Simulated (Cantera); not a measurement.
Charge: 1 mol SiCl4, 3.3 mol NO, 0.23 mol H2, equilibrated at 6.90 Torr.

These are equilibrium values from Cantera (NASA tables, ideal gas, pure condensed phases), not measurements of a reactor. Candidate condensed phases: H2O, NH4Cl, Si, SiO2, Si2N2O, Si3N4; 47 gas species. The numbers say what is thermodynamically allowed, not how fast it happens.

Q: At 527 °C, list the 6 most abundant gas species with their mole fractions, and the condensed phases.

A: Cl2 0.393, N2 0.365, O2 0.143, HCl 0.0981, H2O 0.00176, Cl 6.11e-5. Condensed: SiO2(α-quartz).
